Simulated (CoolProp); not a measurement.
Model: reference Helmholtz-energy equation of state, Lemmon 2006, in CoolProp. It is a short technical equation, of lower accuracy than the large ones.

Q: Give the vapour pressure (MPa), enthalpy of vaporisation (kJ/kg), vapour Z, liquid viscosity (µPa s) of saturated C3F8 (R218) at -46.05, -20.45 °C.

A: 
```
T (°C)  p (MPa)  enthalpy of vaporisation (kJ/kg)  vapour Z  liquid viscosity (µPa s)
------  -------  --------------------------------  --------  ------------------------
-46.05   0.0653                               108     0.960                       510
-20.45    0.201                              98.8     0.916                       335
```

Viscosity comes from a separate model (Huber 2003), an estimate that may be off by 10 % or more.
